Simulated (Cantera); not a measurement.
An isothermal, constant-pressure homogeneous reactor starts with CH4 : H2 : N2 = 1 : 11 : 0.094 (molar parts), at 1950 K and 100.0 Torr.

Cantera simulation using GRI-Mech 3.0 (53 species, 325 reactions); the numbers are that mechanism's predictions, not measurements. GRI-Mech 3.0 stops at C3 and has no aromatics, soot or wall deposition, so with more carbon than oxygen in the feed, carbon stays in small species such as C2H2 where larger ones or solid carbon would form.

Task: Predict: x(CH4) at 1.00 s; x(H2) at 1.00 s; x(H) at 1.00 s; x(C2H) at 1.00 s; x(C2H2) at 1.00 s.

Result: 
```
Item                                                  Result
-----------------  -----------------------------------------
x(CH4) at 1.00 s   0.000506 (gas-phase equilibrium 0.000473)
x(H2) at 1.00 s          0.951 (gas-phase equilibrium 0.951)
x(H) at 1.00 s       0.00308 (gas-phase equilibrium 0.00308)
x(C2H) at 1.00 s     1.92e-6 (gas-phase equilibrium 1.74e-6)
x(C2H2) at 1.00 s      0.0378 (gas-phase equilibrium 0.0342)
```
